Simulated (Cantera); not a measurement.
A Cantera script and what it prints.

```python
import numpy as np
import cantera as ct

gas_names = [...]  # 110 gases of nasa_gas.yaml made of C, H, O
cond_names = """
    C(gr) C6H6(L) C7H8(L) C8H18(L),n-octa H2O(s) H2O(L)
""".split()


# ... load() reads the species with a 1 bar reference pressure and builds the phases ...
atoms = {
    'CH3OH': {'C': 1, 'H': 4, 'O': 1},
    'O2': {'O': 2},
}
top_T = {'C(gr)': 4500}  # K; cautious upper limits of use, not melting points


# ... equilibrate(T, P, feed) seeds the gas with the atoms and calls Mixture.equilibrate('TP', solver="vcs", rtol=1e-11, max_steps=5000) ...
results = []
feed = {'CH3OH': 1, 'O2': 0.014}  # mol
T = 1975  # K
P = 13332.2  # Pa
mix = equilibrate(T, P, feed)
results.append((T, P, feed, dict(zip(mix.species_names, mix.species_moles))))
print(gas.report(threshold=1e-05))
for i in range(1, mix.n_phases):
    print(f"{mix.phase(i).name:16s} {mix.phase_moles(i):12.5e} mol")
```

It prints:

```
       temperature   1975 K
          pressure   13332 Pa
           density   0.0087795 kg/m^3
  mean mol. weight   10.814 kg/kmol
   phase of matter   gas

                          1 kg             1 kmol
                     ---------------   ---------------
          enthalpy        1.3939e+06        1.5073e+07  J
   internal energy       -1.2465e+05        -1.348e+06  J
           entropy             21696        2.3461e+05  J/K
    Gibbs function       -4.1455e+07       -4.4828e+08  J
 heat capacity c_p              3232             34949  J/K
 heat capacity c_v            2463.1             26634  J/K

                      mass frac. Y      mole frac. X     chem. pot. / RT
                     ---------------   ---------------   ---------------
                CO           0.85967           0.33188           -37.509
               CO2         0.0038393        0.00094335           -64.571
                 H        0.00028288         0.0030347           -10.939
                H2           0.12226           0.65576           -21.877
               H2O          0.013948         0.0083721            -48.94
     [ +105 minor]         6.016e-06        3.7809e-06

C(gr)             0.00000e+00 mol
```

Cantera equilibrium calculation (NASA polynomials, part measured and part estimated; ideal gas, pure solids and liquids).
